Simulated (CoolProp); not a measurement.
Vapour-liquid equilibrium of propane (1) + toluene (2) at 49.25 °C; x and y are mole fractions of (1).

Model: multi-fluid Helmholtz-energy mixture model, Lemmon 2009 and Lemmon 2006; pair parameters Bell 2016, in CoolProp.

```csv
x,"bubble pressure, mixture model (bar)","bubble pressure, Raoult's law (bar)","y, mixture model","y, Raoult's law"
0.05,1.396,0.9558,0.914,0.882
0.2,4.880,3.466,0.976,0.973
0.35,7.694,5.977,0.985,0.987
0.5,9.877,8.487,0.989,0.993
0.65,11.67,11.00,0.991,0.996
0.8,13.45,13.51,0.994,0.998
0.95,15.78,16.02,0.998,1.000
```

The largest gap from Raoult's law is +46.1 % in bubble pressure, at x = 0.05. No azeotrope shows between x = 0.05 and 0.95.

The pair parameters rest on a limited set of measurements; away from them the model extrapolates. The gap from Raoult's law changes sign with composition, which may be real or a fault of the pair parameters; it wasn't checked against measurements.
